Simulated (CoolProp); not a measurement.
Vapour-liquid equilibrium of R124 (1) + R142b (2) at 0.00322 MPa; x and y are mole fractions of (1).

Model: multi-fluid Helmholtz-energy mixture model, de Vries 1995 and Lemmon 2006; pair parameters Bell 2016, in CoolProp.

| x | bubble temperature (°C) | y at the bubble point | dew temperature at overall composition x (°C) | liquid density (mol/L) |
|---|---|---|---|---|
| 0.05 | -71.2 | 0.050 | -71.2 | 13.13 |
| 0.15 | -71.2 | 0.150 | -71.2 | 13.01 |
| 0.25 | -71.2 | 0.251 | -71.2 | 12.88 |
| 0.35 | -71.2 | 0.354 | -71.2 | 12.76 |
| 0.45 | -71.2 | 0.458 | -71.2 | 12.65 |
| 0.55 | -71.3 | 0.564 | -71.3 | 12.53 |
| 0.65 | -71.4 | 0.670 | -71.3 | 12.42 |
| 0.75 | -71.5 | 0.773 | -71.5 | 12.30 |
| 0.85 | -71.7 | 0.871 | -71.7 | 12.19 |
| 0.95 | -72.0 | 0.960 | -71.9 | 12.08 |

No azeotrope shows between x = 0.05 and 0.95.

Pair parameters are fitted to limited data, so mixtures are less certain than the pure fluids.
